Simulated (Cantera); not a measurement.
A closed system holds: 1 mol SiH2Cl2, 0.023 mol C2H4, 310 mol H2, at 1802 °C and 72.8 Torr.

Equilibrium computed with Cantera from the NASA thermochemical tables; the gas is ideal and each condensed phase is pure. Candidate condensed phases: C, C6H6, C7H8, C8H18, Si, SiC; 109 gas species. Mutual solubility and eutectic melting of coexisting phases are not modelled. The tables' values for SiCl are old estimates; treat these amounts as uncertain. Gases not in the tables: Si2H6 and higher silanes. The numbers say what is thermodynamically allowed, not how fast it happens.

**Question.** What is the equilibrium state?

**Answer.** 
```
Item                                        Result
--------------------------------------  ----------
x(H2)                                        0.984
x(H)                                       0.00848
x(HCl)                                     0.00612
x(Si)                                      0.00105
x(SiH)                                    0.000186
x(SiH2)                                   0.000158
x(SiCl2)                                   8.39e-5
x(SiCl)                                    4.24e-5
x(Si2C)                                    3.90e-5
n(Si(l))                                 0.459 mol
n(SiC(s))                               0.0288 mol
gas amount                               313.8 mol
log10 activity of C(graphite) (absent)       -1.14
```
